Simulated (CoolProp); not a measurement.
A single-stage vapour-compression cycle with R1336mzz(E): evaporating at 236.15 K (dew point), condensing at 282.15 K (bubble point), superheat 0 K, subcooling 2 K, compressor efficiency 0.6, no pressure losses. Each further row changes one setting.

Computed with CoolProp (reference Helmholtz-energy equation of state, Akasaka 2023).

```tsv
case	cooling COP	pressure ratio	discharge temperature (K)	refrigerating effect (kJ/kg)	volumetric capacity (kJ/m³)
as stated	2.52	10.1	301.1	122	109
evaporating temperature 241.15 K	2.96	7.41	298.0	126	149
condensing temperature 277.15 K	2.91	8.19	295.2	129	114
subcooling 7 K	2.64	10.1	301.1	129	114
superheat 10 K	2.55	10.1	312.5	130	111
compressor efficiency 0.5	2.10	10.1	312.7	122	109
```
